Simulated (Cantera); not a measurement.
Stirred combustor or abatement burner

A perfectly stirred reactor is fed with 19.3 % H2, 16.9 % O2, 63.7 % N2, equivalence ratio 0.57, at 1800000 Pa; it is adiabatic with a 425 K inlet, and is followed from long to short residence time, starting on the burning branch (τ in s: 0.41, 0.19, 0.084, 0.038, 0.017, 0.0078, 0.0035, 0.0016, 0.00072, 0.00032, 0.00015, 6.6e-05).

Detailed kinetics in Cantera: GRI-Mech 3.0 (53 species, 325 reactions). The hydrogen kinetics of GRI-Mech 3.0 are dated; newer H2 mechanisms differ, most at raised pressure. The pressure lies above the range GRI-Mech 3.0 was tuned for (to about 10 atm).

```
τ (s)    T (K)      x H2    x O2      x NO       x O    x HO2
-------  -----  --------  ------  --------  --------  -------
0.41      1890   2.31e-5  0.0803  0.000355   1.87e-5  2.63e-6
0.19      1890   2.50e-5  0.0803  0.000173   1.90e-5  2.68e-6
0.084     1891   2.93e-5  0.0804   8.11e-5   1.97e-5  2.78e-6
0.038     1891   3.83e-5  0.0804   4.04e-5   2.10e-5  2.98e-6
0.017     1890   5.69e-5  0.0804   2.17e-5   2.39e-5  3.42e-6
0.0078    1890   9.18e-5  0.0804   1.34e-5   2.93e-5  4.28e-6
0.0035    1889  0.000158  0.0804   9.60e-6   3.96e-5  6.04e-6
0.0016    1887  0.000272  0.0804   7.93e-6   5.73e-5  9.28e-6
0.00072   1885  0.000476  0.0804   7.14e-6   8.80e-5  1.53e-5
0.00032   1881  0.000839  0.0805   6.59e-6  0.000140  2.63e-5
0.00015   1875   0.00142  0.0806   6.03e-6  0.000221  4.41e-5
6.6e-5    1864   0.00253  0.0809   5.41e-6  0.000363  7.72e-5
```
x: mole fraction; the columns are a selection and need not sum to one.
